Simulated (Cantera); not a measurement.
A perfectly stirred reactor is fed with CH₄ : H₂O = 1 : 1.2 (molar parts), at 4.93 atm; it is held at 2175 K, and followed from long to short residence time.

Model: GRI-Mech 3.0 (53 species, 325 reactions), integrated in Cantera.

Question: What does this change do: CH4 1 to 0.3 parts?

Answer: 
```csv
quantity,before,after
x(CH₄) at τ = 2.20 s,0.000548,2.69e-5
x(H₂O) at τ = 2.20 s,0.0455,0.407
x(CO₂) at τ = 2.20 s,0.00288,0.0212
x(CO) at τ = 2.20 s,0.235,0.121
x(O) at τ = 2.20 s,2.88e-8,4.10e-7
x(CH₄) at τ = 0.110 s,0.00402,0.000531
x(H₂O) at τ = 0.110 s,0.0581,0.408
x(CO₂) at τ = 0.110 s,0.00358,0.0212
x(CO) at τ = 0.110 s,0.225,0.121
x(O) at τ = 0.110 s,3.58e-8,4.00e-7
```

Question: What does this change do: temperature 2175 to 1450 K?

Answer: 
| quantity | before | after |
|---|---|---|
| x(CH₄) at τ = 2.20 s | 0.000548 | 0.231 |
| x(H₂O) at τ = 2.20 s | 0.0455 | 0.424 |
| x(CO₂) at τ = 2.20 s | 0.00288 | 0.00952 |
| x(CO) at τ = 2.20 s | 0.235 | 0.0174 |
| x(O) at τ = 2.20 s | 2.88e-8 | <1e-12 |
| x(CH₄) at τ = 0.110 s | 0.00402 | 0.371 |
| x(H₂O) at τ = 0.110 s | 0.0581 | 0.516 |
| x(CO₂) at τ = 0.110 s | 0.00358 | 0.000118 |
| x(CO) at τ = 0.110 s | 0.225 | 0.000885 |
| x(O) at τ = 0.110 s | 3.58e-8 | <1e-12 |
